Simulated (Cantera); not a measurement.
# Reactions in the system C-N-O-Ta

Source: NASA polynomial tables (part measured, part estimated), evaluated in Cantera. Values are per mole of reaction as written; species without (g) are pure solids or liquids, kept so even where they would boil at 1 bar. TaC: taken at fixed stoichiometry.

2 NO2(g) + 2 TaC ⇌ N2(g) + 2 C + 2 TaO2(g)

```json
[
 {"T (K)": "1223", "ΔH° (kJ)": "-199.1", "ΔS° (J/K)": "173.5", "ΔG° (kJ)": "-411.3", "log10 K": "17.57"},
 {"T (K)": "1423", "ΔH° (kJ)": "-204.0", "ΔS° (J/K)": "169.8", "ΔG° (kJ)": "-445.6", "log10 K": "16.36"},
 {"T (K)": "1623", "ΔH° (kJ)": "-209.3", "ΔS° (J/K)": "166.3", "ΔG° (kJ)": "-479.2", "log10 K": "15.42"},
 {"T (K)": "1823", "ΔH° (kJ)": "-215.1", "ΔS° (J/K)": "162.9", "ΔG° (kJ)": "-512.1", "log10 K": "14.67"},
 {"T (K)": "2023", "ΔH° (kJ)": "-221.5", "ΔS° (J/K)": "159.6", "ΔG° (kJ)": "-544.4", "log10 K": "14.06"},
 {"T (K)": "2223", "ΔH° (kJ)": "-228.5", "ΔS° (J/K)": "156.3", "ΔG° (kJ)": "-576.0", "log10 K": "13.53"},
 {"T (K)": "2423", "ΔH° (kJ)": "-236.0", "ΔS° (J/K)": "153.1", "ΔG° (kJ)": "-606.9", "log10 K": "13.08"},
 {"T (K)": "2623", "ΔH° (kJ)": "-244.0", "ΔS° (J/K)": "149.9", "ΔG° (kJ)": "-637.2", "log10 K": "12.69"},
 {"T (K)": "2823", "ΔH° (kJ)": "-252.7", "ΔS° (J/K)": "146.7", "ΔG° (kJ)": "-666.9", "log10 K": "12.34"}
]
```
